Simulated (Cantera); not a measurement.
# Si + N₂O + H₂ (thermal oxidation and active oxidation of silicon)

Input: 1 mol Si, 1.6 mol N₂O, 29 mol H₂, held at 1750 °C and 4.00 bar.

These are equilibrium values from Cantera (NASA tables, ideal gas, pure condensed phases), not measurements of a reactor. Candidate condensed phases: H₂O, Si, SiO₂, Si₂N₂O, Si₃N₄; 35 gas species. The tables hold silica as quartz up to 1696 K and as liquid above; real silica turns to tridymite and cristobalite and melts near 1996 K. The numbers say what is thermodynamically allowed, not how fast it happens.

```json
{
  "x(H₂)": "0.931",
  "x(N₂)": "0.0515",
  "x(SiO)": "0.0145",
  "x(H₂O)": "0.00165",
  "x(H)": "0.000917",
  "x(NH₃)": "1.58e-5",
  "x(SiH₂)": "2.40e-6",
  "n(SiO₂(l))": "0.549 mol",
  "gas_amount": "31.06 mol",
  "log10 activity of Si(l) (absent)": "-1.67"
}
```
